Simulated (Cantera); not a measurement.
## Premixed flame

A freely propagating, adiabatic, planar premixed flame of 3.39 % C3H8, 19.3 % O2, 72.6 % N2, 4.75 % H2O, unburnt at 473 K and 90.0 Torr; unity-Lewis-number transport, grid criteria slope 0.08 and curve 0.16, no radiation.

Computed with Cantera and GRI-Mech 3.0 (53 species, 325 reactions). GRI-Mech 3.0 was tuned for natural gas; its chemistry of propane as a main component is partial and can be far from experiment. Unity Lewis numbers drop preferential diffusion, which matters most where H2 and H carry the flame. Burning velocities carry a grid error of a few per cent, more on coarse grids.

```json
[
 {"z (mm)": "-8.27", "T (K)": "473", "u (m/s)": "0.784", "x C3H8": "0.0339", "x O2": "0.193", "x H2O": "0.0475", "x O": "<1e-8", "x NO": "<1e-8", "x HCO": "<1e-8"},
 {"z (mm)": "-5.51", "T (K)": "475", "u (m/s)": "0.787", "x C3H8": "0.0339", "x O2": "0.192", "x H2O": "0.0476", "x O": "<1e-8", "x NO": "<1e-8", "x HCO": "<1e-8"},
 {"z (mm)": "-4.14", "T (K)": "480", "u (m/s)": "0.796", "x C3H8": "0.0337", "x O2": "0.192", "x H2O": "0.0481", "x O": "<1e-8", "x NO": "1.41e-8", "x HCO": "<1e-8"},
 {"z (mm)": "-2.76", "T (K)": "517", "u (m/s)": "0.860", "x C3H8": "0.0323", "x O2": "0.188", "x H2O": "0.0511", "x O": "<1e-8", "x NO": "9.67e-8", "x HCO": "<1e-8"},
 {"z (mm)": "-1.38", "T (K)": "794", "u (m/s)": "1.35", "x C3H8": "0.0217", "x O2": "0.157", "x H2O": "0.0745", "x O": "5.64e-7", "x NO": "8.36e-7", "x HCO": "6.48e-8"},
 {"z (mm)": "-0.689", "T (K)": "1144", "u (m/s)": "1.99", "x C3H8": "0.00867", "x O2": "0.116", "x H2O": "0.105", "x O": "5.25e-5", "x NO": "1.90e-6", "x HCO": "7.84e-6"},
 {"z (mm)": "0", "T (K)": "1516", "u (m/s)": "2.70", "x C3H8": "0.000399", "x O2": "0.0700", "x H2O": "0.137", "x O": "0.00168", "x NO": "3.52e-6", "x HCO": "6.86e-5"},
 {"z (mm)": "0.689", "T (K)": "1640", "u (m/s)": "2.94", "x C3H8": "6.24e-7", "x O2": "0.0495", "x H2O": "0.146", "x O": "0.00630", "x NO": "5.23e-6", "x HCO": "8.23e-6"},
 {"z (mm)": "1.38", "T (K)": "1669", "u (m/s)": "2.99", "x C3H8": "<1e-8", "x O2": "0.0438", "x H2O": "0.145", "x O": "0.00810", "x NO": "6.31e-6", "x HCO": "2.39e-7"},
 {"z (mm)": "2.76", "T (K)": "1706", "u (m/s)": "3.05", "x C3H8": "<1e-8", "x O2": "0.0402", "x H2O": "0.144", "x O": "0.00851", "x NO": "7.75e-6", "x HCO": "1.63e-8"},
 {"z (mm)": "5.51", "T (K)": "1758", "u (m/s)": "3.13", "x C3H8": "<1e-8", "x O2": "0.0379", "x H2O": "0.145", "x O": "0.00786", "x NO": "1.00e-5", "x HCO": "1.18e-8"},
 {"z (mm)": "11.0", "T (K)": "1826", "u (m/s)": "3.23", "x C3H8": "<1e-8", "x O2": "0.0361", "x H2O": "0.150", "x O": "0.00648", "x NO": "1.39e-5", "x HCO": "<1e-8"},
 {"z (mm)": "22.1", "T (K)": "1906", "u (m/s)": "3.35", "x C3H8": "<1e-8", "x O2": "0.0337", "x H2O": "0.155", "x O": "0.00482", "x NO": "2.06e-5", "x HCO": "<1e-8"}
]
```
x: mole fraction of selected species; z is measured from the peak of heat release.

```json
{
  "laminar_burning_velocity": "78.4 cm/s",
  "thermal_thickness": "2.76 mm",
  "peak x(O)": "0.00851",
  "peak x(HCO)": "6.93e-5",
  "grid_points": "140"
}
```
